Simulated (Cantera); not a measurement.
A closed system holds: 1 mol SiO2, 0.6 mol F2, 38 mol H2, at 1025 K and 7.50 Torr.

Equilibrium computed with Cantera from the NASA thermochemical tables; the gas is ideal and each condensed phase is pure. Candidate condensed phases: H2O, Si, SiO2; 38 gas species. Kinetics and transport are ignored.

Base state: H2 0.970, HF 0.0252, H2O 0.00299, SiF4 0.00149 (mole fractions); condensed: SiO2(β-quartz).

Problem. What changes in the equilibrium state with this change: H2 from 38 to 2 mol?

Solution. 
```csv
species,before,after
H2,0.970,0.561
HF,0.0252,0.311
H2O,0.00299,0.0853
SiF4,0.00149,0.0426
"SiO2(β-quartz), mol",0.942,0.894
```

Problem. What changes in the equilibrium state with this change: H2 from 38 to 0.3 mol?

Solution. 
| species | before | after |
|---|---|---|
| HF | 0.0252 | 0.504 |
| SiF4 | 0.00149 | 0.224 |
| O2 | <1e-9 | 0.175 |
| H2 | 0.970 | <1e-9 |
| H2O | 0.00299 | 0.0978 |
| SiO2(β-quartz), mol | 0.942 | 0.808 |
